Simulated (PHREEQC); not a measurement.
A solution holds 0.28 mol/kgw NH4F, at 81 °C. Closed to the air; pH follows from the charge balance.

Model: ion-association model, wateq4f.dat, run in PHREEQC.

Each row changes one thing in this solution. Precipitation was switched off in this run.

```
case                                     pH  NH3 (mol/kgw)  HF2- (mol/kgw)  HF (mol/kgw)  H2F2 (mol/kgw)
-------------------------------  ----------  -------------  --------------  ------------  --------------
as made                                5.88        0.00230         0.00128       0.00102         3.15e-7
0.11 mol/kgw CsF added           (withheld)        0.00291         0.00187       0.00104         3.35e-7
0.021 mol/kgw NaI added          (withheld)        0.00228         0.00127       0.00101         3.10e-7
diluted 5-fold with water              5.78       0.000408         7.87e-5      0.000328         3.10e-8
NH4F from 0.28 to 0.056 mol/kgw        5.78       0.000408         7.87e-5      0.000328         3.10e-8
temperature from 81 to 30 °C     (withheld)       0.000325        0.000176      0.000148         5.10e-8
```

### Question
Fill in the missing entries.

### Answer

- 0.11 mol/kgw CsF added, pH: 5.98
- 0.021 mol/kgw NaI added, pH: 5.87
- temperature from 81 to 30 °C, pH: 6.29

Complexes and solids missing from the database can't appear. At this temperature some constants are extrapolated from 25 °C, and those without enthalpy data are left unchanged.
